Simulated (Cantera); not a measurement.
Feed: 1 mol NH₃, 0.31 mol H₂O, 0.09 mol O₂, equilibrated at 2.10 bar.

These are equilibrium values from Cantera (NASA tables, ideal gas, pure condensed phases), not measurements of a reactor. Candidate condensed phases: H₂O; 24 gas species. Kinetics and transport are ignored.

x: gas mole fraction; nothing condenses.

```json
[
 {"T (K)": "1748", "x H₂": "0.571", "x N₂": "0.216", "x H₂O": "0.212", "x H": "0.000119", "x OH": "2.58e-6", "x O": "(withheld)"},
 {"T (K)": "1948", "x H₂": "0.571", "x N₂": "0.216", "x H₂O": "0.212", "x H": "0.000589", "x OH": "1.98e-5", "x O": "(withheld)"},
 {"T (K)": "2148", "x H₂": "0.570", "x N₂": "0.216", "x H₂O": "0.212", "x H": "0.00217", "x OH": "0.000104", "x O": "(withheld)"},
 {"T (K)": "2348", "x H₂": "0.566", "x N₂": "0.216", "x H₂O": "0.211", "x H": "0.00641", "x OH": "0.000411", "x O": "(withheld)"},
 {"T (K)": "2548", "x H₂": "0.559", "x N₂": "0.215", "x H₂O": "0.209", "x H": "0.0160", "x OH": "0.00130", "x O": "(withheld)"},
 {"T (K)": "2748", "x H₂": "0.545", "x N₂": "0.212", "x H₂O": "0.204", "x H": "0.0346", "x OH": "0.00347", "x O": "(withheld)"},
 {"T (K)": "2948", "x H₂": "0.521", "x N₂": "0.208", "x H₂O": "0.195", "x H": "0.0669", "x OH": "0.00796", "x O": "(withheld)"}
]
```

Q: Fill in the missing entries.

A: 
- 1748, x O: 4.24e-10
- 1948, x O: 1.51e-8
- 2148, x O: 2.79e-7
- 2348, x O: 3.14e-6
- 2548, x O: 2.43e-5
- 2748, x O: 0.000140
- 2948, x O: 0.000630
